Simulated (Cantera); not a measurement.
A closed system holds: 1 mol SiO2, 0.57 mol CH4, 14 mol H2, equilibrated at 4.40 mbar.

Cantera equilibrium calculation (NASA polynomials, part measured and part estimated; ideal gas, pure solids and liquids). Candidate condensed phases: C, C6H6, C7H8, C8H18, H2O, Si, SiC, SiO2; 123 gas species. Mutual solubility and eutectic melting of coexisting phases are not modelled. The tables hold silica as quartz up to 1696 K and as liquid above; real silica turns to tridymite and cristobalite and melts near 1996 K. Kinetics and transport are ignored.

x: gas mole fraction; n: condensed amount in mol.

| T (K) | x H2 | x SiO | x CO | x H | x H2O | n C(graphite) | n SiO2(β-quartz) | n SiC(s) | n SiO2(condensed) |
|---|---|---|---|---|---|---|---|---|---|
| 925 | 0.999 | 5.51e-11 | 1.46e-6 | 3.92e-9 | 9.52e-9 | 0.555 | 1.000 | ___ | 0 |
| 1025 | 1.000 | 7.20e-9 | 6.92e-5 | 6.57e-8 | 8.08e-8 | 0.564 | 0.999 | ___ | 0 |
| 1125 | 0.998 | 3.90e-7 | 0.00164 | 6.69e-7 | 4.63e-7 | 0.531 | 0.988 | ___ | 0 |
| 1225 | 0.977 | 1.09e-5 | 0.0230 | 4.64e-6 | 1.94e-6 | 0.0356 | 0.822 | 0.178 | 0 |
| 1325 | 0.975 | 0.000376 | 0.0246 | 2.43e-5 | 3.21e-6 | 0 | 0.806 | 0.188 | 0 |
| 1425 | 0.965 | 0.00772 | 0.0268 | 0.000101 | 4.95e-6 | 0 | 0.729 | ___ | 0 |
| 1525 | 0.930 | 0.0350 | 0.0350 | 0.000344 | 2.10e-5 | 0 | 0.430 | 0 | 0 |
| 1625 | 0.928 | 0.0353 | 0.0350 | 0.00102 | 0.000286 | 0 | 0.425 | 0 | 0 |
| 1725 | 0.922 | 0.0376 | 0.0348 | 0.00269 | 0.00265 | 0 | 0 | 0 | 0.386 |

### Question
Some entries are withheld; supply them.

### Answer

- 925, n SiC(s): 0
- 1025, n SiC(s): 0.000524
- 1125, n SiC(s): 0.0124
- 1425, n SiC(s): 0.150
